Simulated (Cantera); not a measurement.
A closed system holds: 1 mol LiOH, 0.36 mol H2, 9.8 mol H2O, held at 0.0133 bar.

Method: chemical equilibrium by Gibbs-energy minimisation in Cantera with the NASA 1993 tables (ideal gas, pure condensed phases). Candidate condensed phases: H2O, Li, LiH, LiOH, Li2O; 17 gas species. Rates play no part.

Q: What share of the Li ends up in condensed phases as a function of T (°C), at 777, 827, 877, 927, 977, 1027, 1077, 1127?

A: 
```tsv
T (°C)	Li condensed (%)	as
777	99.4	Li2O(s)
827	98.4	Li2O(s)
877	96.3	Li2O(s)
927	92.0	Li2O(s)
977	83.7	Li2O(s)
1027	68.4	Li2O(s)
1077	41.9	Li2O(s)
1127	0.0	-
```
